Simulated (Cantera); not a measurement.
**Stirred combustor or abatement burner**

A perfectly stirred reactor is fed with 14.2 % CO, 8.37 % H₂, 0.497 % CH₄, 16.2 % O₂, 60.8 % N₂, equivalence ratio 0.76, at 10.0 bar; it is adiabatic with a 500 K inlet, and is followed from long to short residence time, starting on the burning branch (τ in s: 0.073, 0.033, 0.015, 0.0069, 0.0031, 0.0014, 0.00065, 0.0003, 0.00013, 6.1e-05, 2.8e-05, 1.3e-05).

Model: GRI-Mech 3.0 (53 species, 325 reactions), integrated in Cantera.

```csv
τ (s),T (K),x CO,x H₂,x CH₄,x CO₂,x H,x C₂H₆,x O₂
0.073,2316,0.00331,0.000373,3.68e-8,0.162,6.58e-5,<1e-12,0.0422
0.033,2317,0.00342,0.000383,7.97e-8,0.162,6.85e-5,<1e-12,0.0428
0.015,2318,0.00363,0.000402,1.69e-7,0.161,7.36e-5,<1e-12,0.0435
0.0069,2317,0.00404,0.000440,3.50e-7,0.161,8.34e-5,<1e-12,0.0442
0.0031,2311,0.00487,0.000517,7.18e-7,0.160,0.000104,<1e-12,0.0449
0.0014,2298,0.00643,0.000665,1.39e-6,0.158,0.000150,<1e-12,0.0458
0.00065,2276,0.00904,0.000919,2.51e-6,0.155,0.000242,2.93e-12,0.0471
0.00030,2240,0.0131,0.00133,4.40e-6,0.151,0.000426,7.80e-12,0.0489
0.00013,2182,0.0195,0.00198,8.06e-6,0.144,0.000805,2.16e-11,0.0519
6.1e-5,2109,0.0276,0.00278,1.44e-5,0.135,0.00139,5.69e-11,0.0556
2.8e-5,2007,0.0390,0.00383,2.86e-5,0.122,0.00228,1.83e-10,0.0612
1.3e-5,1856,0.0572,0.00527,6.95e-5,0.102,0.00316,9.39e-10,0.0706
```
x: mole fraction; the columns are a selection and need not sum to one.
